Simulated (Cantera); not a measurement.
A closed system holds: 1 mol C3H6, 0.0075 mol O2, 0.23 mol N2, held at 750 Torr.

Equilibrium computed with Cantera from the NASA thermochemical tables; the gas is ideal and each condensed phase is pure. Candidate condensed phases: C, C6H6, C7H8, C8H18, H2O; 136 gas species. Kinetics and transport are ignored. All values below are at 2073 K.

Base state: H2 0.918, N2 0.0682, HCN 0.00487, CO 0.00462, H 0.00252, C2H2 (acetylene) 0.00113, HNC 0.000314, CH4 0.000297 (mole fractions); condensed: C(graphite).

What changes in the equilibrium state with this change: 0.98 mol H2O added?


```
species             before     after
----------------  --------  --------
H2                   0.918     0.760
CO                 0.00462     0.191
N2                  0.0682    0.0423
H2O                3.76e-7   1.28e-5
CH4               0.000297  0.000203
C(graphite), mol      2.96      1.97
```
